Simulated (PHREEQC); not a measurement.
Make-up at 25 °C: 0.046 mol/kgw NaH2PO4, 0.00044 mol/kgw HNO3 and 2.3e-07 mol/kgw H4SiO4. It is in equilibrium with CO2 at log p = -3.4 (atm). Otherwise closed; pH follows from the charge balance.

The numbers come from PHREEQC with the ion-association model, phreeqc.dat.

```yaml
pH: 4.12
ionic_strength: 0.0461 mol/kgw
specific_conductance: 3330 µS/cm
total_alkalinity: -0.440 meq/kg
```

```tsv
species	molality	activity	log γ
Na+	0.0460	0.0382	-0.081
H2PO4-	0.0455	0.0379	-0.079
NO3-	0.000440	0.000357	-0.090
H3PO4	0.000420	0.000424	0.005
H+	8.86e-5	7.60e-5	-0.067
HPO4-2	6.53e-5	3.10e-5	-0.324
CO2	1.34e-5	1.36e-5	0.005
NaHPO4-	2.77e-6	2.30e-6	-0.079
H4SiO4	2.30e-7	2.32e-7	0.005
HCO3-	9.51e-8	7.92e-8	-0.079
NaHCO3	1.68e-9	1.70e-9	0.005
```

No solid was allowed to form. Complexes and solids missing from the database can't appear.
